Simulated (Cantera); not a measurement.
Cantera run:

```python
import numpy as np
import cantera as ct

gas_names = [...]  # 110 gases of nasa_gas.yaml made of C, H, O
cond_names = """
    C(gr) C6H6(L) C7H8(L) C8H18(L),n-octa H2O(s) H2O(L)
""".split()


# ... load() reads the species with a 1 bar reference pressure and builds the phases ...
atoms = {
    'n-butane': {'C': 4, 'H': 10},
    'O2': {'O': 2},
    'H2': {'H': 2},
    'H2O': {'H': 2, 'O': 1},
}
top_T = {'C(gr)': 4500}  # K; cautious upper limits of use, not melting points


# ... equilibrate(T, P, feed) seeds the gas with the atoms and calls Mixture.equilibrate('TP', solver="vcs", rtol=1e-11, max_steps=5000) ...
results = []
feed = {'n-butane': 1, 'O2': 1.1, 'H2': 4.4, 'H2O': 0.06}  # mol
T = 2175  # K
for P in [10, 100, 1000, 10000, 100000, 1000000, 10000000]:
    mix = equilibrate(T, P, feed)
    results.append((T, P, feed, dict(zip(mix.species_names, mix.species_moles))))

top = {s: max(r[3][s] / sum(r[3][g] for g in gas_names) for r in results) for s in gas_names}
cols = sorted((s for s in top if top[s] > 0.0001), key=lambda s: -top[s])[:9]
seen = [c for c in cond_names if any(r[3].get(c, 0) > 1e-12 for r in results)]
print("log10 of partial pressures in bar; condensed amounts in mol")
print(f"{'P/Pa':>10s}" + "".join(f"{s[:9]:>10s}" for s in cols + seen))
for T, P, feed, n in results:
    ng = sum(n[g] for g in gas_names)
    print(f"{P:10.4g}" + "".join(f"{np.log10(max(n[s] / ng * P / 1e5, 1e-99)):10.3f}" for s in cols)
          + "".join(f"{n.get(c, 0):10.4g}" for c in seen))
```

Output:

```
log10 of partial pressures in bar; condensed amounts in mol
      P/Pa        H2         H        CO       CH4 C2H2,acet       H2O      C2H4       CH3     C(gr)
        10    -4.305    -4.464    -4.797   -12.166    -6.956   -13.310   -13.823   -11.041     1.707
       100    -3.161    -3.892    -3.744    -9.879    -5.813   -11.113   -11.536    -9.326     1.701
      1000    -2.115    -3.369    -2.724    -7.787    -4.767    -9.048    -9.444    -7.757     1.699
     1e+04    -1.101    -2.862    -1.718    -5.758    -3.752    -7.027    -7.415    -6.235     1.698
     1e+05    -0.096    -2.360    -0.716    -3.749    -2.748    -5.020    -5.406    -4.728     1.696
     1e+06     0.904    -1.859     0.285    -1.748    -1.747    -3.019    -3.405    -3.228     1.677
     1e+07     1.894    -1.364     1.291     0.232    -0.757    -1.023    -1.425    -1.742     1.503
```

Equilibrium computed with Cantera from the NASA thermochemical tables; the gas is ideal and each condensed phase is pure. The ideal-gas law is rough above about 30 bar.
